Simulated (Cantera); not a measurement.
Feed: 1 mol V2O5, 740 mol H2, 0.42 mol N2, held at 72.0 mbar.

These are equilibrium values from Cantera (NASA tables, ideal gas, pure condensed phases), not measurements of a reactor. Candidate condensed phases: H2O, V, VN, VO, V2O3, V2O4, V2O5; 28 gas species. Mutual solubility and eutectic melting of coexisting phases are not modelled. VO: taken at fixed stoichiometry. Condensed phases not in the tables: the oxides between V2O3 and V2O5 other than VO2. Rates play no part.

x: gas mole fraction; n: condensed amount in mol.

| T (K) | x H2 | x H2O | x H | x N2 | x VO2 | x VO | n V2O3(s) | n VO(s) |
|---|---|---|---|---|---|---|---|---|
| 950 | 0.997 | 0.00270 | (withheld) | 0.000567 | <1e-12 | <1e-12 | 1.00 | 0 |
| 1050 | 0.997 | 0.00270 | (withheld) | 0.000567 | <1e-12 | <1e-12 | 1.00 | 0 |
| 1150 | 0.997 | 0.00270 | (withheld) | 0.000567 | <1e-12 | <1e-12 | 1.00 | 0 |
| 1250 | 0.997 | 0.00270 | (withheld) | 0.000567 | 2.14e-12 | <1e-12 | 1.00 | 0 |
| 1350 | 0.997 | 0.00270 | (withheld) | 0.000567 | 6.57e-11 | 4.63e-12 | 1.00 | 0 |
| 1450 | 0.997 | 0.00273 | (withheld) | 0.000567 | 1.25e-9 | 1.69e-10 | 0.980 | 0.0405 |
| 1550 | 0.995 | 0.00405 | (withheld) | 0.000567 | 1.79e-8 | 2.91e-9 | 0 | 2.00 |
| 1650 | 0.995 | 0.00405 | (withheld) | 0.000567 | 1.29e-7 | 3.50e-8 | 0 | 2.00 |
| 1750 | 0.995 | 0.00405 | (withheld) | 0.000567 | 7.37e-7 | 3.12e-7 | 0 | 2.00 |
| 1850 | 0.993 | 0.00404 | (withheld) | 0.000567 | 3.44e-6 | 2.17e-6 | 0 | 2.00 |

Task: What belongs in the gaps?

Result: 
- 950, x H: 2.07e-9
- 1050, x H: 3.02e-8
- 1150, x H: 2.78e-7
- 1250, x H: 1.80e-6
- 1350, x H: 8.87e-6
- 1450, x H: 3.52e-5
- 1550, x H: 0.000117
- 1650, x H: 0.000338
- 1750, x H: 0.000864
- 1850, x H: 0.00200
